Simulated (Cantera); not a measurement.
Input: 1 mol BN, 0.18 mol H₂, at 1800 K and 31.0 Pa.

Cantera equilibrium calculation (NASA polynomials, part measured and part estimated; ideal gas, pure solids and liquids). Candidate condensed phases: B, BN; 15 gas species. Mutual solubility and eutectic melting of coexisting phases are not modelled. The tables' values for BH₂ are old estimates; treat these amounts as uncertain. The numbers say what is thermodynamically allowed, not how fast it happens.

Base state: H₂ 0.966, H 0.0200, N₂ 0.0137, BH₂ 0.000126, B 1.06e-5 (mole fractions); condensed: B(s) + BN(s).

Problem. What changes in the equilibrium state with this change: BN replaced by ZrN?

Solution. 
```
species        before    after
-----------  --------  -------
H₂              0.966    0.980
H              0.0200   0.0201
N₂             0.0137  3.47e-8
BH₂          0.000126        0
B             1.06e-5        0
B(s), mol     0.00504        0
BN(s), mol      0.995        0
ZrN(s), mol         0     1.00
```
ZrN: taken at fixed stoichiometry. Further candidate phases: Zr, ZrN.

Problem. What changes in the equilibrium state with this change: pressure from 31.0 Pa to 1 atm?

Solution. 
| species | before | after |
|---|---|---|
| H₂ | 0.966 | 1.000 |
| H | 0.0200 | 0.000356 |
| BH₂ | 0.000126 | 4.98e-5 |
| N₂ | 0.0137 | 2.87e-5 |
| B | 1.06e-5 | 1.24e-9 |
| B(s), mol | 0.00504 | 0 |
| BN(s), mol | 0.995 | 1.000 |

Problem. What changes in the equilibrium state with this change: pressure from 31.0 Pa to 10.0 mbar?

Solution. 
```
species       before     after
----------  --------  --------
H₂             0.966     0.996
H             0.0200   0.00357
N₂            0.0137  0.000425
BH₂         0.000126  0.000130
B            1.06e-5   3.28e-7
B(s), mol    0.00504  0.000130
BN(s), mol     0.995     1.000
```
